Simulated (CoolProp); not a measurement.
Values from CoolProp's reference Helmholtz-energy equation of state, Lemmon 2006. It is a short technical equation, of lower accuracy than the large ones.

**Question.** For hydrogen sulfide, give the phase and the Z, fugacity coefficient at 272 K and 5180 kPa; 471.9 K and 5180 kPa.

**Answer.** 
- 272 K and 5180 kPa: liquid; Z 0.0926, fugacity coefficient 0.187
- 471.9 K and 5180 kPa: gas; Z 0.909, fugacity coefficient 0.914
